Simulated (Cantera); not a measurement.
A freely propagating, adiabatic, planar premixed flame of CO : H2 : O2 : N2 = 1 : 0.077 : 0.612 : 2.3 (molar parts), equivalence ratio 0.88, unburnt at 500 K and 140000 Pa; mixture-averaged transport, grid criteria slope 0.08 and curve 0.16, no radiation.

Cantera simulation using GRI-Mech 3.0 (53 species, 325 reactions); the numbers are that mechanism's predictions, not measurements. Burning velocities carry a grid error of a few per cent, more on coarse grids.

Task: Predict: laminar burning velocity; thermal thickness.

Result: 
```
Property                      Value
------------------------  ---------
laminar burning velocity  84.7 cm/s
thermal thickness          0.570 mm
```
